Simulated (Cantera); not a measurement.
A closed system holds: 1 mol SiCl4, 0.11 mol HCl, 15 mol H2, equilibrated at 1775 K and 1.73 Torr.

Cantera equilibrium calculation (NASA polynomials, part measured and part estimated; ideal gas, pure solids and liquids). The tables' values for SiCl, SiCl3 are old estimates; treat these amounts as uncertain. Gases not in the tables: Si2H6 and higher silanes. The numbers say what is thermodynamically allowed, not how fast it happens.

| species | before | after |
|---|---|---|
| H2 | 0.811 | 0.816 |
| HCl | 0.124 | 0.123 |
| SiCl2 | 0.0564 | 0.0574 |
| H | 0.00544 | 0.00226 |
| SiHCl3 | 2.05e-6 | 1.20e-5 |
| Si | 0.000881 | 0.000159 |
| Cl | 0.000641 | 0.000262 |
| SiCl3 | 0.000211 | 0.000509 |
| SiCl | 0.000587 | 0.000252 |
| SiH | 4.67e-5 | 2.04e-5 |
Gas species are given as mole fractions.

Task: What was changed between the two runs?
A) H2 from 15 to 150 mol
B) temperature from 1775 K to 2100 K
C) temperature from 1775 K to 1525 K
D) pressure from 1.73 Torr to 10.0 Torr

Result: D, pressure from 1.73 Torr to 10.0 Torr. The tables' values for SiCl3, SiCl are old estimates; treat these amounts as uncertain
